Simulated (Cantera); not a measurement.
Diamond growth

A diamond (100) surface in a fixed gas of H2 with x(CH4) = 0.0032, x(CH3) = 0.0012, at 1175 K, 12.8 Torr; coverages are run to steady state.

Model: the Harris–Goodwin 1993 mechanism for the reconstructed diamond (100) surface, integrated in Cantera.

```json
[
 {"x(H)": "0.0001", "growth (µm/h)": "0.163", "θ c6HH": "0.599", "θ c6H*": "0.0258", "θ c6*H": "0.348", "θ c6**": "0.00317", "θ c6HM": "0.00662"},
 {"x(H)": "0.00024", "growth (µm/h)": "0.430", "θ c6HH": "0.523", "θ c6H*": "0.0306", "θ c6*H": "0.412", "θ c6**": "0.00715", "θ c6HM": "0.00848"},
 {"x(H)": "0.00056", "growth (µm/h)": "0.907", "θ c6HH": "0.482", "θ c6H*": "0.0330", "θ c6*H": "0.445", "θ c6**": "0.0127", "θ c6HM": "0.0100"},
 {"x(H)": "0.0013", "growth (µm/h)": "1.69", "θ c6HH": "0.462", "θ c6H*": "0.0342", "θ c6*H": "0.460", "θ c6**": "0.0184", "θ c6HM": "0.0111"},
 {"x(H)": "0.0031", "growth (µm/h)": "3.08", "θ c6HH": "0.453", "θ c6H*": "0.0347", "θ c6*H": "0.467", "θ c6**": "0.0227", "θ c6HM": "0.0113"},
 {"x(H)": "0.0074", "growth (µm/h)": "5.52", "θ c6HH": "0.450", "θ c6H*": "0.0351", "θ c6*H": "0.472", "θ c6**": "0.0252", "θ c6HM": "0.0102"},
 {"x(H)": "0.018", "growth (µm/h)": "9.34", "θ c6HH": "0.450", "θ c6H*": "0.0354", "θ c6*H": "0.475", "θ c6**": "0.0266", "θ c6HM": "0.00784"},
 {"x(H)": "0.041", "growth (µm/h)": "13.4", "θ c6HH": "0.451", "θ c6H*": "0.0356", "θ c6*H": "0.477", "θ c6**": "0.0272", "θ c6HM": "0.00515"},
 {"x(H)": "0.098", "growth (µm/h)": "16.9", "θ c6HH": "0.452", "θ c6H*": "0.0360", "θ c6*H": "0.479", "θ c6**": "0.0276", "θ c6HM": "0.00277"}
]
```
θ: site fractions in the mechanism's names (c6HH fully hydrogenated, c6H* and c6*H radical sites, c6** diradical, c6HM methylated).
